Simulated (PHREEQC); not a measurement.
Dissolve 0.03 mol Ni(NO3)2, 6.4e-05 mol Na2B4O7 and 0.1 mol HCl per kg of water at 25 °C. Closed to the air; pH follows from the charge balance.

The numbers come from PHREEQC with the ion-association model, wateq4f.dat.

Precipitation was switched off in this run.

Problem. Order these Ni species by the share of Ni that they hold, largest first: NiCl2, NiCl+, Ni+2.

Solution. Ni+2 (92 %), NiCl+ (6.8 %), NiCl2 (1.2 %)

The pH is 1.10 and the ionic strength 0.185 mol/kgw. Complexes and solids missing from the database can't appear.
